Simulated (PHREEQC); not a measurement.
Consider water at 45 °C with 0.0077 mol NH3, 0.00048 mol H3BO3 and 0.095 mol K2CO3 per kg of water. Closed to the air; pH follows from the charge balance.

The numbers come from PHREEQC with the ion-association model, phreeqc.dat.

This is a speciation only: nothing precipitates in the calculation.

Problem. Predict the pH, density, specific conductance.

Solution. pH 10.95; density 1.002 g/cm³; specific conductance 28200 µS/cm.

Problem. In which forms is C present?

Solution. CO3-2 94 %, HCO3- 6.1 % of the C.

At this temperature some constants are extrapolated from 25 °C, and those without enthalpy data are left unchanged.
